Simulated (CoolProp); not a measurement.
Properties of dimethyl carbonate along the isobar 9200 kPa (Tc = 283.9 °C, pc = 4909 kPa, ω = 0.346).

Computed with CoolProp (reference Helmholtz-energy equation of state, Zhou 2011).

```
T (°C)          phase  density (kg/m³)  cv (kJ/(kg K))  isothermal compressibility (1/MPa)  expansivity (1/kK)
------  -------------  ---------------  --------------  ----------------------------------  ------------------
158.65         liquid            890.5           1.576                            0.002576               1.687
177.35         liquid            861.8           1.609                            0.003142               1.830
196.05         liquid            831.4           1.642                                 [?]               2.012
214.65         liquid            799.2           1.676                            0.005000               2.258
233.35         liquid            763.7           1.710                                 [?]               2.614
252.05         liquid              [?]           1.745                            0.009492               3.168
270.75         liquid            676.8           1.781                             0.01492               4.119
289.45  supercritical            617.3           1.819                             0.02740               5.928
308.15  supercritical            537.0           1.861                             0.05958               9.224
326.85  supercritical            436.6           1.900                              0.1232               12.59
```

Question: Fill in the missing entries.

Answer: 
- 196.05, isothermal compressibility (1/MPa): 0.003911
- 233.35, isothermal compressibility (1/MPa): 0.006674
- 252.05, density (kg/m³): 723.9
